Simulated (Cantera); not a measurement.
Feed: 1 mol SiC, 0.32 mol N₂O, a varied amount of H₂, at 1773 K and 1 atm.

Method: chemical equilibrium by Gibbs-energy minimisation in Cantera with the NASA 1993 tables (ideal gas, pure condensed phases). Candidate condensed phases: C, C₆H₆, C₇H₈, C₈H₁₈, H₂O, Si, SiC, SiO₂, Si₂N₂O, Si₃N₄; 151 gas species. Mutual solubility and eutectic melting of coexisting phases are not modelled. Kinetics and transport are ignored.

Problem. Which condensed phases are stable at each of these points (n(H₂) (mol)): 28, 35, 44, 55, 70, 88, 110, 140, 180?

Solution. 
```
n(H₂) (mol)    condensed phases  Si condensed (%)
-----------  ------------------  ----------------
28           SiC(s) + Si₂N₂O(s)              96.6
35           SiC(s) + Si₂N₂O(s)              95.6
44           SiC(s) + Si₂N₂O(s)              94.2
55           SiC(s) + Si₂N₂O(s)              92.6
70           SiC(s) + Si₂N₂O(s)              90.3
88           SiC(s) + Si₂N₂O(s)              87.6
110          SiC(s) + Si₂N₂O(s)              84.4
140                      SiC(s)              83.4
180                      SiC(s)              83.3
```

From 28 mol H₂ to 110 mol H₂ the condensed part is SiC(s) + Si₂N₂O(s). From 140 mol H₂ to 180 mol H₂ the condensed part is SiC(s).
